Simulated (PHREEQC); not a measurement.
Consider water at 25 °C with 0.068 mol/kgw NaHCO3 and 0.0015 mol/kgw K2HPO4. Closed to the air; pH follows from the charge balance.

The numbers come from PHREEQC with the ion-association model, wateq4f.dat.

Q: The ionic strength comes out as 0.0711 mol/kgw. What activity coefficients do Na+, CO3-2, KHPO4-, HPO4-2, NaHPO4- get?

A: Na+ 0.80, CO3-2 0.43, KHPO4- 0.81, HPO4-2 0.42, NaHPO4- 0.81.

No solid was allowed to form. Species that the database lacks are ignored. H3PO4, which wateq4f.dat lacks, is added to it with the constant of phreeqc.dat.
